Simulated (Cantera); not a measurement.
An adiabatic, constant-pressure homogeneous reactor starts with 5.50 % CH₄, 19.8 % O₂, 74.7 % N₂, equivalence ratio 0.56, at 1250 K and 7.80 bar.

Detailed kinetics in Cantera: GRI-Mech 3.0 (53 species, 325 reactions).

Problem. Predict: time of steepest temperature rise; temperature at 9.00 s; equilibrium temperature; x(O₂) at 9.00 s; x(NO) at 9.00 s; x(O) at 9.00 s.

Solution. 
| Quantity | Result |
|---|---|
| time of steepest temperature rise | 2.59 ms |
| temperature at 9.00 s | 2340 K |
| equilibrium temperature | 2340 K |
| x(O₂) at 9.00 s | 0.0822 (gas-phase equilibrium 0.0822) |
| x(NO) at 9.00 s | 0.0104 (gas-phase equilibrium 0.0104) |
| x(O) at 9.00 s | 0.000646 (gas-phase equilibrium 0.000646) |
